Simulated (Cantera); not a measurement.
Mixture: 2.78 % C3H8, 20.4 % O2, 76.8 % N2, equivalence ratio 0.68, at 3080 Torr, adiabatic and at constant volume. Ignition delay is the time to a rise of 400 K.

Detailed kinetics in Cantera: GRI-Mech 3.0 (53 species, 325 reactions). GRI-Mech 3.0 was tuned for natural gas; its chemistry of propane as a main component is partial and can be far from experiment.

Question: Predict: delay at 1150 K; delay at 1350 K; delay at 1550 K; delay at 1750 K; delay at 1950 K; apparent activation energy between 1750 and 1950 K.

Answer: 
```
Item                                                     Value
--------------------------------------------------  ----------
delay at 1150 K                                        7.32 ms
delay at 1350 K                                       0.200 ms
delay at 1550 K                                        18.3 µs
delay at 1750 K                                        4.55 µs
delay at 1950 K                                        2.02 µs
apparent activation energy between 1750 and 1950 K  120 kJ/mol
```
